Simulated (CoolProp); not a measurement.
Vapour-liquid equilibrium of methanol (1) + toluene (2) at 175.55 °C; x and y are mole fractions of (1).

Computed with CoolProp (multi-fluid Helmholtz-energy mixture model, de Reuck 1993 and Lemmon 2006; pair parameters Bell 2016).

```json
[
 {"x": "0.05", "bubble pressure (kPa)": "771.6", "y at the bubble point": "0.365", "dew pressure at overall composition x (kPa)": "?", "liquid density (mol/L)": "7.869"},
 {"x": "0.15", "bubble pressure (kPa)": "1183", "y at the bubble point": "?", "dew pressure at overall composition x (kPa)": "566.9", "liquid density (mol/L)": "8.295"},
 {"x": "0.25", "bubble pressure (kPa)": "1442", "y at the bubble point": "0.660", "dew pressure at overall composition x (kPa)": "648.1", "liquid density (mol/L)": "8.788"},
 {"x": "0.35", "bubble pressure (kPa)": "1621", "y at the bubble point": "0.705", "dew pressure at overall composition x (kPa)": "753.0", "liquid density (mol/L)": "9.370"},
 {"x": "0.45", "bubble pressure (kPa)": "1765", "y at the bubble point": "0.740", "dew pressure at overall composition x (kPa)": "895.2", "liquid density (mol/L)": "10.07"},
 {"x": "0.55", "bubble pressure (kPa)": "1895", "y at the bubble point": "0.773", "dew pressure at overall composition x (kPa)": "1099", "liquid density (mol/L)": "10.93"},
 {"x": "0.65", "bubble pressure (kPa)": "2023", "y at the bubble point": "?", "dew pressure at overall composition x (kPa)": "1404", "liquid density (mol/L)": "12.01"},
 {"x": "0.75", "bubble pressure (kPa)": "?", "y at the bubble point": "0.855", "dew pressure at overall composition x (kPa)": "1806", "liquid density (mol/L)": "?"},
 {"x": "0.85", "bubble pressure (kPa)": "2283", "y at the bubble point": "0.907", "dew pressure at overall composition x (kPa)": "?", "liquid density (mol/L)": "15.14"},
 {"x": "0.95", "bubble pressure (kPa)": "2412", "y at the bubble point": "?", "dew pressure at overall composition x (kPa)": "2377", "liquid density (mol/L)": "?"}
]
```

What belongs in the gaps?


- 0.05, dew pressure at overall composition x (kPa): 501.4
- 0.15, y at the bubble point: 0.582
- 0.65, y at the bubble point: 0.811
- 0.75, bubble pressure (kPa): 2153
- 0.75, liquid density (mol/L): 13.38
- 0.85, dew pressure at overall composition x (kPa): 2140
- 0.95, y at the bubble point: 0.967
- 0.95, liquid density (mol/L): 17.42

No azeotrope shows between x = 0.05 and 0.95.

The pair parameters rest on a limited set of measurements; away from them the model extrapolates. With so large a gap from Raoult's law the liquid may split in two, which this calculation doesn't test in full.
